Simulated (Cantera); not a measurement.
# Stirred combustor or abatement burner

A perfectly stirred reactor is fed with C3H8 : O2 : N2 = 1 : 2.94 : 16.2 (molar parts), equivalence ratio 1.7, at 0.720 atm; it is adiabatic with a 575 K inlet, and is followed from long to short residence time, starting on the burning branch (τ in s: 0.38, 0.12, 0.039, 0.012, 0.0039, 0.0013, 0.0004, 0.00013, 4.1e-05, 1.3e-05).

Cantera simulation using GRI-Mech 3.0 (53 species, 325 reactions); the numbers are that mechanism's predictions, not measurements. GRI-Mech 3.0 was tuned for natural gas; its chemistry of propane as a main component is partial and can be far from experiment.

```tsv
τ (s)	T (K)	x C3H8	x O2	x CH3	x HCO	x NO	x CH2	x CH2CO
0.38	1764	1.38e-6	0.000243	0.000127	2.25e-8	1.04e-5	4.53e-7	1.47e-5
0.12	1763	3.73e-6	0.000524	0.000213	5.41e-8	1.10e-5	1.15e-6	2.76e-5
0.039	1757	9.56e-6	0.00107	0.000340	1.43e-7	1.09e-5	2.73e-6	4.49e-5
0.012	1742	2.57e-5	0.00229	0.000540	4.28e-7	9.55e-6	6.25e-6	7.02e-5
0.0039	1707	7.21e-5	0.00509	0.000818	1.26e-6	6.48e-6	1.18e-5	0.000118
0.0013	575	0.0497	0.146	<1e-12	<1e-12	<1e-12	<1e-12	<1e-12
0.00040	575	0.0497	0.146	<1e-12	<1e-12	<1e-12	<1e-12	<1e-12
0.00013	575	0.0497	0.146	<1e-12	<1e-12	<1e-12	<1e-12	<1e-12
4.1e-5	575	0.0497	0.146	<1e-12	<1e-12	<1e-12	<1e-12	<1e-12
1.3e-5	575	0.0497	0.146	<1e-12	<1e-12	<1e-12	<1e-12	<1e-12
```
x: mole fraction; the columns are a selection and need not sum to one.
